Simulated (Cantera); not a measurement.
Input (Python, Cantera) and output of one run.

```python
import numpy as np
import cantera as ct

gas_names = """
    H H2 N NH NH2 NH3 N2 N2H2 N2H4 Si SiH SiH2 SiH3 SiH4 SiN Si2 Si2N Si3
""".split()
cond_names = """
    Si(cr) Si(L) Si3N4(a)
""".split()


# ... load() reads the species with a 1 bar reference pressure and builds the phases ...
atoms = {
    'Si3N4': {'Si': 3, 'N': 4},
    'Si': {'Si': 1},
    'H2': {'H': 2},
}
top_T = {'Si3N4(a)': 2400}  # K; cautious upper limits of use, not melting points


# ... equilibrate(T, P, feed) seeds the gas with the atoms and calls Mixture.equilibrate('TP', solver="vcs", rtol=1e-11, max_steps=5000) ...
results = []
feed = {'Si3N4': 1, 'Si': 0.073, 'H2': 0.048}  # mol
T = 2923  # K
P = 101325  # Pa
mix = equilibrate(T, P, feed)
results.append((T, P, feed, dict(zip(mix.species_names, mix.species_moles))))
x = sorted(zip(gas.X, gas.species_names), reverse=True)
print(f"T = {T:g} K  P = {P:g} Pa  gas = {mix.phase_moles(0):.4g} mol")
print("   x: " + "  ".join(f"{s} {v:.3e}" for v, s in x if v > 0.0001))
print("   condensed (mol): " + ("  ".join(f"{mix.phase(i).name} {mix.phase_moles(i):.4g}"
      for i in range(1, mix.n_phases) if mix.phase_moles(i) > 1e-12) or "none"))
```

It prints:

```
T = 2923 K  P = 101325 Pa  gas = 2.237 mol
   x: N2 8.909e-01  Si 6.971e-02  H 1.436e-02  H2 1.361e-02  SiN 3.879e-03  Si2 3.144e-03  Si2N 2.669e-03  SiH 1.244e-03  Si3 4.707e-04
   condensed (mol): Si(L) 2.876
```

Method: chemical equilibrium by Gibbs-energy minimisation in Cantera with the NASA 1993 tables (ideal gas, pure condensed phases). The tables' values for SiN are old estimates; treat these amounts as uncertain. Gases not in the tables: Si2H6 and higher silanes.
